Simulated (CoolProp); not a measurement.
c-C4F8 (RC318) along the isobar 1.2 MPa: fugacity coefficient from the reference equation and from simpler models built on Tc = 388.4 K, pc = 2.778 MPa, ω = 0.355; each cubic takes its own stable root.

Model: reference Helmholtz-energy equation of state, Platzer 1990, in CoolProp. This equation is an older, rougher fit; its heat capacities, sound speeds and derivatives of the liquid may be far off and weren't checked against measurements.

```json
[
 {"T (K)": "276.7", "phase": "liquid", "reference": "0.1235"},
 {"T (K)": "308.6", "phase": "liquid", "reference": "0.3325"},
 {"T (K)": "340.5", "phase": "liquid", "reference": "0.6871"},
 {"T (K)": "372.4", "phase": "gas", "reference": "0.8370"},
 {"T (K)": "404.3", "phase": "gas", "reference": "0.8783"},
 {"T (K)": "436.2", "phase": "gas", "reference": "0.9076"},
 {"T (K)": "468.1", "phase": "gas", "reference": "0.9291"},
 {"T (K)": "500", "phase": "gas", "reference": "0.9454"}
]
```

**Question.** How far does each simpler model (van der Waals, Redlich-Kwong, Soave-Redlich-Kwong) lie from the reference over these 8 states: mean and median of the absolute difference, and the worst?

**Answer.** 
- van der Waals: mean 51.1 %, median 2.0 %, worst +270.6 % at 276.7 K and 1.2 MPa
- Redlich-Kwong: mean 18.2 %, median 1.3 %, worst +83.2 % at 276.7 K and 1.2 MPa
- Soave-Redlich-Kwong: mean 0.4 %, median 0.3 %, worst +0.7 % at 308.6 K and 1.2 MPa

At some of these states van der Waals, Redlich-Kwong gives the other phase, because its saturation line lies elsewhere.
